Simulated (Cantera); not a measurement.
Charge: 1 mol Al, a varied amount of HCl, 0.29 mol H2, held at 798.15 K and 3.00 mbar.

Equilibrium computed with Cantera from the NASA thermochemical tables; the gas is ideal and each condensed phase is pure. Candidate condensed phases: Al, AlCl3; 12 gas species. The tables' values for AlCl2 are old estimates; treat these amounts as uncertain. The numbers say what is thermodynamically allowed, not how fast it happens.

x: gas mole fraction; n: condensed amount in mol.

| n(HCl) (mol) | x HCl | x H2 | x AlCl3 | x AlCl | n Al(s) |
|---|---|---|---|---|---|
| 1.7 | 6.14e-6 | 0.667 | 0.328 | 0.00283 | 0.430 |
| 4.6 | [?] | [?] | [?] | <1e-12 | 0 |
| 7.4 | 0.612 | 0.249 | 0.139 | <1e-12 | 0 |
| 10 | 0.715 | 0.183 | 0.102 | <1e-12 | 0 |
| 13 | 0.782 | [?] | [?] | <1e-12 | 0 |
| 16 | 0.823 | 0.113 | 0.0633 | <1e-12 | 0 |
| 19 | 0.852 | 0.0953 | 0.0532 | <1e-12 | 0 |

Question: What belongs in the gaps?

Answer: 
- 13, x H2: 0.140
- 13, x AlCl3: 0.0781
- 4.6, x HCl: 0.365
- 4.6, x H2: 0.408
- 4.6, x AlCl3: 0.227
